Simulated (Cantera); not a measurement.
Charge: 1 mol Ti, a varied amount of H2, at 2073.15 K and 15.0 Pa.

These are equilibrium values from Cantera (NASA tables, ideal gas, pure condensed phases), not measurements of a reactor. Candidate condensed phases: Ti; 3 gas species. Equilibrium is a limit: real reactors are often held back by kinetics, nucleation or transport.

**Question.** Which condensed phases are stable at each of these points (n(H2) (mol)): 2.4, 3.3, 4.5, 6.2, 8.5, 12, 16, 22, 30, 41?

**Answer.** 
```
n(H2) (mol)  condensed phases  Ti condensed (%)
-----------  ----------------  ----------------
2.4                     Ti(l)              46.1
3.3                     Ti(l)              25.9
4.5                  gas only               0.0
6.2                  gas only               0.0
8.5                  gas only               0.0
12                   gas only               0.0
16                   gas only               0.0
22                   gas only               0.0
30                   gas only               0.0
41                   gas only               0.0
```

From 2.4 mol H2 to 3.3 mol H2 the condensed part is Ti(l). From 4.5 mol H2 to 41 mol H2 nothing is condensed.
